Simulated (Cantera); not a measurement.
A closed system holds: 1 mol SiC, 0.22 mol H₂O, 6.9 mol N₂, at 1650 K and 0.133 bar.

Cantera equilibrium calculation (NASA polynomials, part measured and part estimated; ideal gas, pure solids and liquids). Candidate condensed phases: C, C₆H₆, C₇H₈, C₈H₁₈, H₂O, Si, SiC, SiO₂, Si₂N₂O, Si₃N₄; 151 gas species. Mutual solubility and eutectic melting of coexisting phases are not modelled. The numbers say what is thermodynamically allowed, not how fast it happens.

Base state: N₂ 0.949, H₂ 0.0303, CO 0.0202, HCN 0.000453, SiO 7.51e-5, H 4.33e-5, HNC 1.19e-5 (mole fractions); condensed: SiC(s) + Si₂N₂O(s).

Question: What changes in the equilibrium state with this change: H₂O from 0.22 to 0.0022 mol?

Answer: 
```
species           before     after
--------------  --------  --------
N₂                 0.949     0.999
CO                0.0202  0.000312
H₂                0.0303  0.000306
SiO              7.51e-5   6.28e-6
HNC              1.19e-5   5.27e-7
HCN             0.000453   2.01e-5
SiC(s), mol        0.851     0.998
Si₂N₂O(s), mol    0.0741         0
Si₃N₄(s), mol          0  0.000752
```
